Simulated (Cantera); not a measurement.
An isothermal, constant-pressure homogeneous reactor starts with 20.8 % NO, 79.2 % N2, at 1648 K and 1.00 atm.

Cantera simulation using GRI-Mech 3.0 (53 species, 325 reactions); the numbers are that mechanism's predictions, not measurements.

x: mole fraction; the columns are a selection and need not sum to one.

| t (s) | x NO | x NO2 | x O | x N2 | x N2O | x O2 |
|---|---|---|---|---|---|---|
| 2.00e-6 | 0.208 | 1.58e-10 | 4.44e-9 | 0.792 | 4.60e-9 | <1e-12 |
| 5.73e-6 | 0.208 | (withheld) | (withheld) | 0.792 | (withheld) | 1.44e-12 |
| 1.64e-5 | 0.208 | 9.07e-9 | 2.87e-8 | 0.792 | 3.77e-8 | 1.06e-11 |
| 4.70e-5 | 0.208 | 5.49e-8 | 5.34e-8 | 0.792 | 1.08e-7 | 6.57e-11 |
| 0.000135 | 0.208 | 2.44e-7 | 6.86e-8 | 0.792 | 3.07e-7 | 3.19e-10 |
| 0.000385 | 0.208 | 8.28e-7 | 8.03e-8 | 0.792 | 8.63e-7 | 1.40e-9 |
| 0.00110 | 0.208 | 2.60e-6 | 1.14e-7 | 0.792 | 2.35e-6 | 8.07e-9 |
| 0.00316 | 0.208 | 8.31e-6 | 2.15e-7 | 0.792 | 5.89e-6 | 8.18e-8 |
| 0.00906 | 0.208 | 2.66e-5 | 5.14e-7 | 0.792 | 1.19e-5 | 1.43e-6 |
| 0.0259 | 0.208 | 5.92e-5 | 1.00e-6 | 0.792 | 1.61e-5 | 2.21e-5 |
| 0.0743 | 0.208 | 6.86e-5 | 1.14e-6 | 0.792 | 1.65e-5 | 0.000130 |
| 0.213 | 0.207 | 7.40e-5 | 1.23e-6 | 0.792 | 1.64e-5 | 0.000450 |
| 0.610 | 0.205 | 8.73e-5 | 1.44e-6 | 0.793 | 1.61e-5 | 0.00136 |
| 1.75 | 0.200 | 0.000115 | 1.93e-6 | 0.796 | 1.53e-5 | 0.00389 |
| 5.00 | 0.187 | (withheld) | (withheld) | 0.802 | (withheld) | (withheld) |

Problem. Complete the blanks.

Solution. 
- 5.73e-6, x NO2: 1.24e-9
- 5.73e-6, x O: 1.19e-8
- 5.73e-6, x N2O: 1.32e-8
- 5.00, x NO2: 0.000159
- 5.00, x O: 2.82e-6
- 5.00, x N2O: 1.32e-5
- 5.00, x O2: 0.0106
